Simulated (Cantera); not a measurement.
Low-pressure radical oxidation in H2/O2

An isothermal, constant-pressure homogeneous reactor starts with 29.1 % H2, 70.9 % O2, equivalence ratio 0.20, at 1025 K and 10.00 Torr.

Cantera simulation using the H2/O2 subset of GRI-Mech 3.0, which has no nitrogen chemistry; the numbers are that mechanism's predictions, not measurements. Radical loss at walls, strong at low pressure, is not modelled. The temperature is held fixed by assumption; the heat of reaction is taken as removed at once.

| t (s) | x H2 | x O2 | x O | x H2O | x H2O2 | x H |
|---|---|---|---|---|---|---|
| 3.00e-5 | 0.291 | 0.709 | 9.94e-12 | 5.08e-12 | <1e-12 | 1.12e-10 |
| 0.000102 | 0.291 | 0.709 | 9.45e-11 | 1.21e-10 | <1e-12 | 4.21e-10 |
| 0.000344 | 0.291 | 0.709 | 1.24e-9 | 3.52e-9 | <1e-12 | 3.59e-9 |
| 0.00116 | 0.291 | 0.709 | 4.09e-7 | 1.53e-6 | 1.83e-11 | 1.12e-6 |
| 0.00393 | 0.0247 | 0.595 | 0.0453 | 0.213 | 3.87e-7 | 0.114 |
| 0.0133 | 0.00404 | 0.650 | 0.00911 | 0.326 | 7.54e-7 | 0.00846 |
| 0.0451 | 0.000202 | 0.659 | 0.000401 | 0.340 | 5.54e-7 | 6.71e-5 |
| 0.152 | 1.34e-5 | 0.660 | 3.01e-5 | 0.340 | 1.92e-7 | 1.38e-6 |
| 0.516 | 1.53e-6 | 0.660 | 4.33e-6 | 0.340 | 6.30e-8 | 7.47e-8 |
| 1.75 | 2.73e-7 | 0.660 | 8.89e-7 | 0.340 | 2.13e-8 | 6.90e-9 |
| 5.91 | 6.23e-8 | 0.660 | 2.17e-7 | 0.340 | 7.16e-9 | 8.29e-10 |
| 20.0 | 1.60e-8 | 0.660 | 5.77e-8 | 0.340 | 2.32e-9 | 1.13e-10 |
x: mole fraction; the columns are a selection and need not sum to one.

Equilibrium at this temperature and pressure: H2 6.61e-10, O2 0.660, O 2.34e-9, H2O 0.340, H2O2 1.23e-10, H <1e-12 (gas phase only).
